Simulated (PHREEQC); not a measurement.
A made-up water analysis in mg/kgw, 80 °C, pH 5.95, pe 2.3:

```tsv
constituent	mg/kgw
Na	3.12
K	0.608
Ca	1.31
Mg	0.152
Cl	2.1
S(6) as SO4	2.03
Alkalinity as HCO3	7.47
Ba	0.0167
```

Cl is adjusted to close the charge balance.
Valence states are taken as typed.

Equilibrium calculation in PHREEQC: ion-association model, phreeqc.dat.

The ionic strength is 0.000290 mol/kgw.

| species | molality | activity | log γ |
|---|---|---|---|
| CO2 | 0.000295 | 0.000295 | 0.000 |
| Na+ | 0.000136 | 0.000133 | -0.009 |
| HCO3- | 0.000123 | 0.000121 | -0.009 |
| Cl- | 6.47e-5 | 6.33e-5 | -0.010 |
| Ca+2 | 3.25e-5 | 2.98e-5 | -0.038 |
| SO4-2 | 2.09e-5 | 1.91e-5 | -0.038 |
| K+ | 1.55e-5 | 1.52e-5 | -0.010 |
| Mg+2 | 6.15e-6 | 5.64e-6 | -0.038 |
| H+ | 1.15e-6 | 1.12e-6 | -0.009 |
| OH- | 2.35e-7 | 2.30e-7 | -0.010 |
| CaSO4 | 1.44e-7 | 1.44e-7 | 0.000 |
| Ba+2 | 1.20e-7 | 1.10e-7 | -0.038 |
| MgSO4 | 8.37e-8 | 8.37e-8 | 0.000 |
| CaHCO3+ | 6.91e-8 | 6.76e-8 | -0.009 |

No solid was allowed to form. Away from 25 °C the constants follow the database's enthalpies or fits; those with neither stay at their 25 °C values.
